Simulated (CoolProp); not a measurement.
Properties of dodecamethylpentasiloxane (MD3M) along the isobar 1.32 MPa (Tc = 628.0 K, pc = 0.9540 MPa, ω = 0.730).

Computed with CoolProp (reference Helmholtz-energy equation of state, Thol 2019).

| T (K) | phase | speed of sound (m/s) | fugacity coefficient |
|---|---|---|---|
| 208.2 | liquid | (withheld) | (withheld) |
| 224.4 | liquid | 1219 | 3.611e-10 |
| 240.6 | liquid | (withheld) | (withheld) |
| 256.8 | liquid | 1095 | 6.247e-8 |
| 273 | liquid | (withheld) | 4.692e-7 |
| 289.2 | liquid | 983.3 | 2.658e-6 |
| 305.4 | liquid | 931.1 | (withheld) |
| 321.6 | liquid | (withheld) | 4.418e-5 |
| 337.8 | liquid | 832.5 | 0.0001390 |
| 354 | liquid | 785.8 | (withheld) |

Task: Complete the blanks.

Result: 
- 208.2, speed of sound (m/s): 1288
- 208.2, fugacity coefficient: 1.290e-11
- 240.6, speed of sound (m/s): 1155
- 240.6, fugacity coefficient: 5.886e-9
- 273, speed of sound (m/s): 1038
- 305.4, fugacity coefficient: 1.194e-5
- 321.6, speed of sound (m/s): 880.9
- 354, fugacity coefficient: 0.0003810
